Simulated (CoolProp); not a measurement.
Carbonyl sulfide along the isotherm 458.9 K: Z from the reference equation and from simpler models built on Tc = 378.8 K, pc = 6.369 MPa, ω = 0.098; each cubic takes its own stable root.

Values from CoolProp's reference Helmholtz-energy equation of state, Lemmon 2006. It is a short technical equation, of lower accuracy than the large ones.

```
p (MPa)          phase  reference  van der Waals  Peng-Robinson
-------  -------------  ---------  -------------  -------------
3.57               gas     0.8921         0.8883         0.8775
7.14     supercritical     0.7730         0.7538         0.7538
10.7     supercritical     0.6519         0.6024         0.6429
14.3     supercritical     0.5655         0.5538         0.5761
17.9     supercritical     0.5476         0.5939         0.5645
21.4     supercritical     0.5704              …         0.5827
25       supercritical     0.6099         0.7196         0.6146
28.6     supercritical     0.6559         0.7883         0.6525
32.1     supercritical          …         0.8558         0.6923
35.7     supercritical     0.7535         0.9254         0.7347
39.3     supercritical     0.8041         0.9948         0.7778
42.9     supercritical     0.8549          1.064         0.8214
46.4     supercritical          …          1.131              …
50       supercritical     0.9548          1.199         0.9077
```

Task: Some entries are withheld; supply them.

Result: 
- 21.4, van der Waals: 0.6529
- 32.1, reference: 0.7034
- 46.4, reference: 0.9042
- 46.4, Peng-Robinson: 0.8639
